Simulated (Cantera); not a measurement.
A perfectly stirred reactor is fed with 38.7 % H2, 12.9 % O2, 48.4 % N2, equivalence ratio 1.5, at 4.20 bar; it is adiabatic with a 325 K inlet, and is followed from long to short residence time, starting on the burning branch (τ in s: 0.14, 0.069, 0.034, 0.017, 0.0081, 0.004, 0.002, 0.00096, 0.00047, 0.00023, 0.00011, 5.6e-05, 2.8e-05).

Detailed kinetics in Cantera: the H2/O2 subset of GRI-Mech 3.0, which has no nitrogen chemistry. The hydrogen kinetics of GRI-Mech 3.0 are dated; newer H2 mechanisms differ, most at raised pressure.

One state of this run: T (K) = 1966; x H2 = 0.139; x O2 = 0.00364; x H2O2 = 8.74e-7; x O = 0.00152; x OH = 0.00694; x H = 0.0363; x H2O = 0.272. x: mole fraction; the columns are a selection and need not sum to one.

Task: Which value of τ (s) does it belong to?
A. 0.069
B. 2.8e-5
C. 5.6e-5
D. 0.00011

Result: B, 2.8e-5
